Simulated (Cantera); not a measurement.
# Adiabatic ignition

An adiabatic, constant-volume homogeneous reactor starts with 3.02 % CH4, 0.277 % C2H6, 0.139 % C3H8, 20.3 % O2, 76.3 % N2, at 1300 K and 7500 Torr.

Cantera simulation using GRI-Mech 3.0 (53 species, 325 reactions); the numbers are that mechanism's predictions, not measurements.

```csv
t (s),T (K),P (bar),x CH4,x C2H6,x C3H8,x H2O,x CO2,x H2O2,x CO
7.00e-6,1300,10.00,0.0302,0.00277,0.00139,3.23e-7,2.35e-11,1.72e-8,2.88e-10
1.56e-5,1300,10.00,0.0302,0.00277,0.00138,1.61e-6,2.75e-10,7.75e-8,3.70e-9
3.46e-5,1300,10.00,0.0301,0.00277,0.00138,1.07e-5,4.19e-9,3.42e-7,6.60e-8
7.68e-5,1300,10.0,0.0301,0.00274,0.00136,9.86e-5,9.26e-8,1.66e-6,2.14e-6
0.000171,1308,10.1,0.0293,0.00255,0.00120,0.00119,2.87e-6,1.22e-5,0.000134
0.000379,2328,18.0,<1e-12,<1e-12,<1e-12,0.0723,0.0393,5.12e-7,0.000365
0.000842,2327,18.0,<1e-12,<1e-12,<1e-12,0.0723,0.0393,5.11e-7,0.000364
0.00187,2325,18.0,<1e-12,<1e-12,<1e-12,0.0723,0.0394,5.08e-7,0.000360
0.00416,2321,17.9,<1e-12,<1e-12,<1e-12,0.0723,0.0394,5.01e-7,0.000353
0.00924,2314,17.9,<1e-12,<1e-12,<1e-12,0.0724,0.0394,4.90e-7,0.000340
0.0205,2305,17.8,<1e-12,<1e-12,<1e-12,0.0724,0.0394,4.75e-7,0.000324
0.0456,2298,17.7,<1e-12,<1e-12,<1e-12,0.0725,0.0394,4.64e-7,0.000313
0.101,2297,17.7,<1e-12,<1e-12,<1e-12,0.0725,0.0394,4.61e-7,0.000311
0.225,2297,17.7,<1e-12,<1e-12,<1e-12,0.0725,0.0394,4.61e-7,0.000311
0.500,2297,17.7,<1e-12,<1e-12,<1e-12,0.0725,0.0394,4.61e-7,0.000311
```
x: mole fraction; the columns are a selection and need not sum to one.

```json
{
  "time_of_steepest_temperature_rise": "0.279 ms",
  "temperature at 0.500 s": "2297 K",
  "equilibrium_temperature": "2297 K",
  "x(CH4) at 0.500 s": "<1e-12 (gas-phase equilibrium <1e-12)",
  "x(C2H6) at 0.500 s": "<1e-12 (gas-phase equilibrium <1e-12)",
  "x(C3H8) at 0.500 s": "<1e-12 (gas-phase equilibrium <1e-12)"
}
```
